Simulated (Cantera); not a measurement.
# Premixed flame

A freely propagating, adiabatic, planar premixed flame of CH4 : H2 : O2 : N2 = 1 : 0.59 : 1.64 : 6.88 (molar parts), equivalence ratio 1.4, unburnt at 600 K and 0.132 atm; mixture-averaged transport, grid criteria slope 0.08 and curve 0.16, no radiation.

Model: GRI-Mech 3.0 (53 species, 325 reactions), integrated in Cantera. Burning velocities carry a grid error of a few per cent, more on coarse grids.

| z (mm) | T (K) | u (m/s) | x CH4 | x H2 | x O2 | x H2O2 | x NO | x CH2 |
|---|---|---|---|---|---|---|---|---|
| -6.44 | 600 | 1.66 | 0.0989 | 0.0588 | 0.162 | <1e-8 | <1e-8 | <1e-8 |
| -4.29 | 602 | 1.67 | 0.0986 | 0.0600 | 0.162 | 1.46e-7 | <1e-8 | <1e-8 |
| -3.22 | 611 | 1.70 | 0.0980 | 0.0616 | 0.161 | 5.43e-7 | 1.16e-8 | <1e-8 |
| -2.15 | 674 | 1.88 | 0.0942 | 0.0654 | 0.158 | 1.16e-6 | 1.28e-7 | 1.14e-8 |
| -1.07 | 1030 | 2.92 | 0.0698 | 0.0726 | 0.131 | 1.70e-6 | 1.35e-6 | 1.00e-6 |
| -0.537 | 1392 | 3.99 | 0.0402 | 0.0759 | 0.0939 | 2.02e-6 | 3.58e-6 | 1.88e-5 |
| 0 | 1729 | 5.02 | 0.0127 | 0.0746 | 0.0498 | 7.85e-7 | 8.18e-6 | 8.19e-5 |
| 0.537 | 1905 | 5.56 | 0.00203 | 0.0679 | 0.0208 | 1.61e-7 | 1.57e-5 | 6.60e-5 |
| 1.07 | 1959 | 5.72 | 0.000221 | 0.0623 | 0.00832 | 3.25e-8 | 2.36e-5 | 1.60e-5 |
| 2.15 | 1979 | 5.76 | 2.35e-6 | 0.0599 | 0.00229 | 2.00e-8 | 3.38e-5 | 3.60e-7 |
| 4.29 | 1988 | 5.78 | <1e-8 | 0.0612 | 0.00138 | 1.81e-8 | 4.11e-5 | <1e-8 |
| 8.59 | 1997 | 5.80 | <1e-8 | 0.0617 | 0.00123 | 1.67e-8 | 4.43e-5 | <1e-8 |
| 17.2 | 2012 | 5.83 | <1e-8 | 0.0619 | 0.00107 | 1.47e-8 | 4.62e-5 | <1e-8 |
x: mole fraction of selected species; z is measured from the peak of heat release.

The laminar burning velocity is 166 cm/s and the thermal thickness comes out as 2.15 mm. The peak x(H2O2) is 2.10e-6, the peak x(CH2) is 9.10e-5 and the grid points comes out as 162.
